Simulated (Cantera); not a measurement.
Input: 1 mol CuF2, 17 mol H2O, 7.5 mol N2, equilibrated at 2.80e-5 bar.

Method: chemical equilibrium by Gibbs-energy minimisation in Cantera with the NASA 1993 tables (ideal gas, pure condensed phases). Candidate condensed phases: Cu, CuF2, CuO, Cu(OH)2, Cu2O, H2O; 45 gas species. Rates play no part.

x: gas mole fraction; nothing condenses.

```tsv
T (°C)	x H2O	x N2	x HF	x H2	x H	x O2	x Cu	x OH	x O
1225	0.590	0.277	0.0734	0.00150	0.000126	0.0186	0.0364	0.00140	0.000102
1275	0.588	0.277	0.0736	0.00283	0.000310	0.0191	0.0366	0.00215	0.000199
1325	0.583	0.277	0.0736	0.00506	0.000715	0.0199	0.0367	0.00321	0.000378
1375	0.577	0.276	0.0734	…	…	0.0213	0.0366	…	…
1425	0.567	0.274	0.0731	0.0138	0.00321	0.0234	0.0365	0.00678	0.00126
1475	0.553	0.272	0.0726	…	…	…	0.0363	…	…
1525	0.532	0.269	0.0719	0.0305	0.0116	0.0304	0.0359	0.0133	0.00393
1575	0.505	0.265	0.0707	0.0422	0.0206	0.0354	0.0354	0.0181	0.00674
1625	0.469	0.259	0.0692	0.0557	0.0349	0.0415	0.0346	0.0240	0.0113
1675	0.423	0.251	0.0670	0.0702	0.0566	0.0482	0.0335	0.0308	0.0184
```

Question: Fill in the missing entries.

Answer: 
- 1475, x H2: 0.0210
- 1475, x H: 0.00626
- 1475, x O2: 0.0264
- 1475, x OH: 0.00960
- 1475, x O: 0.00225
- 1375, x H2: 0.00858
- 1375, x H: 0.00156
- 1375, x OH: 0.00471
- 1375, x O: 0.000698
